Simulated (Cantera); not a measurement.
A closed system holds: 1 mol Fe₃O₄, 6.6 mol H₂, at 1373 K and 0.000560 bar.

Cantera equilibrium calculation (NASA polynomials, part measured and part estimated; ideal gas, pure solids and liquids). Candidate condensed phases: Fe, FeO, Fe(OH)₂, Fe(OH)₃, Fe₂O₃, Fe₃O₄, H₂O; 12 gas species. Mutual solubility and eutectic melting of coexisting phases are not modelled. The tables' stoichiometric FeO is somewhat more stable than real wüstite, so its field is too wide. FeO: taken at fixed stoichiometry. Kinetics and transport are ignored.

Problem. What is the equilibrium state?

Solution. 
| Item | Value |
|---|---|
| x(H₂) | 0.734 |
| x(H₂O) | 0.266 |
| x(H) | 0.000121 |
| x(Fe) | 1.39e-5 |
| x(Fe(OH)₂) | 1.09e-6 |
| n(Fe(γ)) | 0.756 mol |
| n(FeO(s)) | 2.24 mol |
| gas amount | 6.600 mol |
| log10 activity of Fe(OH)₂(s) (absent) | -9.27 |
| log10 activity of Fe(OH)₃(s) (absent) | -16.26 |
